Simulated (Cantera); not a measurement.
Input (Python, Cantera) and output of one run.

```python
import numpy as np
import cantera as ct

gas_names = """
    B BCL BCL2 BCL3 BO BOCL BO2 B2 B2O B2O2 B2O3 B3O3CL3 CL CLO CL2 O O2 O3
""".split()
cond_names = """
    B(b) B(L) B2O3(L)
""".split()


# ... load() reads the species with a 1 bar reference pressure and builds the phases ...
atoms = {
    'B': {'B': 1},
    'Cl2': {'CL': 2},
    'O2': {'O': 2},
}
top_T = {}  # K; cautious upper limits of use, not melting points


# ... equilibrate(T, P, feed) seeds the gas with the atoms and calls Mixture.equilibrate('TP', solver="vcs", rtol=1e-11, max_steps=5000) ...
results = []
T = 1048  # K
P = 1333.22  # Pa
for m in [0.15, 0.18, 0.22, 0.25, 0.3, 0.36, 0.42, 0.5, 0.59, 0.7]:
    feed = {'B': 1, 'Cl2': m, 'O2': 0.08}  # mol
    mix = equilibrate(T, P, feed)
    results.append((T, P, feed, dict(zip(mix.species_names, mix.species_moles))))
    x = sorted(zip(gas.X, gas.species_names), reverse=True)
    print(f"T = {T:g} K  P = {P:g} Pa  n(Cl2) = {m:g} mol  gas = {mix.phase_moles(0):.4g} mol")
    print("   x: " + "  ".join(f"{s} {v:.3e}" for v, s in x if v > 0.0001))
    print("   condensed (mol): " + ("  ".join(f"{mix.phase(i).name} {mix.phase_moles(i):.4g}"
          for i in range(1, mix.n_phases) if mix.phase_moles(i) > 1e-12) or "none"))
```

Result:

```
T = 1048 K  P = 1333.22 Pa  n(Cl2) = 0.15 mol  gas = 0.1 mol
   x: BCL3 8.148e-01  B3O3CL3 1.852e-01
   condensed (mol): B(b) 0.7933  B2O3(L) 0.03481
T = 1048 K  P = 1333.22 Pa  n(Cl2) = 0.18 mol  gas = 0.12 mol
   x: BCL3 8.148e-01  B3O3CL3 1.852e-01
   condensed (mol): B(b) 0.7733  B2O3(L) 0.03111
T = 1048 K  P = 1333.22 Pa  n(Cl2) = 0.22 mol  gas = 0.1467 mol
   x: BCL3 8.148e-01  B3O3CL3 1.852e-01
   condensed (mol): B(b) 0.7467  B2O3(L) 0.02617
T = 1048 K  P = 1333.22 Pa  n(Cl2) = 0.25 mol  gas = 0.1667 mol
   x: BCL3 8.148e-01  B3O3CL3 1.852e-01
   condensed (mol): B(b) 0.7267  B2O3(L) 0.02247
T = 1048 K  P = 1333.22 Pa  n(Cl2) = 0.3 mol  gas = 0.2 mol
   x: BCL3 8.148e-01  B3O3CL3 1.852e-01
   condensed (mol): B(b) 0.6933  B2O3(L) 0.0163
T = 1048 K  P = 1333.22 Pa  n(Cl2) = 0.36 mol  gas = 0.24 mol
   x: BCL3 8.148e-01  B3O3CL3 1.852e-01
   condensed (mol): B(b) 0.6533  B2O3(L) 0.008888
T = 1048 K  P = 1333.22 Pa  n(Cl2) = 0.42 mol  gas = 0.28 mol
   x: BCL3 8.148e-01  B3O3CL3 1.852e-01
   condensed (mol): B(b) 0.6133  B2O3(L) 0.00148
T = 1048 K  P = 1333.22 Pa  n(Cl2) = 0.5 mol  gas = 0.3333 mol
   x: BCL3 8.400e-01  B3O3CL3 1.600e-01
   condensed (mol): B(b) 0.56
T = 1048 K  P = 1333.22 Pa  n(Cl2) = 0.59 mol  gas = 0.3933 mol
   x: BCL3 8.644e-01  B3O3CL3 1.356e-01
   condensed (mol): B(b) 0.5
T = 1048 K  P = 1333.22 Pa  n(Cl2) = 0.7 mol  gas = 0.4667 mol
   x: BCL3 8.857e-01  B3O3CL3 1.143e-01
   condensed (mol): B(b) 0.4267
```

Cantera equilibrium calculation (NASA polynomials, part measured and part estimated; ideal gas, pure solids and liquids). Mutual solubility and eutectic melting of coexisting phases are not modelled. The tables' values for BOCl, BCl2 are old estimates; treat these amounts as uncertain.
